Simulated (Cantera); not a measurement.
Input: 1 mol SiCl4, 4.4 mol HCl, 4.8 mol H2, 0.056 mol C3H8, held at 900 °C and 75.0 Torr.

Method: chemical equilibrium by Gibbs-energy minimisation in Cantera with the NASA 1993 tables (ideal gas, pure condensed phases). Candidate condensed phases: C, C6H6, C7H8, C8H18, Si, SiC; 109 gas species. The tables' values for SiCl3 are old estimates; treat these amounts as uncertain. Equilibrium is a limit: real reactors are often held back by kinetics, nucleation or transport.

Base state: H2 0.478, HCl 0.426, SiCl4 0.0920, SiHCl3 0.00241, SiCl3 0.00127, CH4 0.000444, SiCl2 0.000172 (mole fractions); condensed: C(graphite).

Task: What changes in the equilibrium state with this change: SiCl4 replaced by SiH2Cl2?

Result: 
| species | before | after |
|---|---|---|
| H2 | 0.478 | 0.632 |
| HCl | 0.426 | 0.285 |
| SiCl4 | 0.0920 | 0.0756 |
| SiH2Cl2 | 8.05e-6 | 2.58e-5 |
| SiCl2 | 0.000172 | 0.000417 |
| CH4 | 0.000444 | 0.000777 |
| SiHCl3 | 0.00241 | 0.00390 |
| SiCl3 | 0.00127 | 0.00179 |
| C(graphite), mol | 0.163 | 0.0233 |
| SiC(s), mol | 0 | 0.137 |
